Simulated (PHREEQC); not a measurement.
Dissolve 0.01 mol KHF2 per kg of water at 25 °C. Closed to the air; pH follows from the charge balance.

The numbers come from PHREEQC with the ion-association model, phreeqc.dat.

This is a speciation only: nothing precipitates in the calculation.

Predict the pH, ionic strength.

pH 3.19; ionic strength 0.0107 mol/kgw.

In which forms is F present?

F- 52 %, HF 45 %, HF2- 3.6 % of the F.

Species that the database lacks are ignored.
